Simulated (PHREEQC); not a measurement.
A solution holds 0.051 mol HF, 0.0004 mol KF, 0.0002 mol (NH4)2SiF6 and 0.0024 mol HCl per kg of water, at 25 °C. Closed to the air; pH follows from the charge balance.

All values are PHREEQC results (ion-association model, phreeqc.dat), not measurements.

| Property | Value |
|---|---|
| pH | 2.16 |
| ionic strength | 0.00859 mol/kgw |
| total alkalinity | -54.2 meq/kg |

| species | molality | activity | log γ |
|---|---|---|---|
| HF | 0.0450 | 0.0451 | 0.001 |
| H+ | 0.00758 | 0.00696 | -0.037 |
| F- | 0.00476 | 0.00432 | -0.043 |
| Cl- | 0.00240 | 0.00218 | -0.042 |
| HF2- | 0.000822 | 0.000747 | -0.042 |
| K+ | 0.000400 | 0.000363 | -0.043 |

No solid was allowed to form. SiF6-2 is the database's only silicon fluoride.
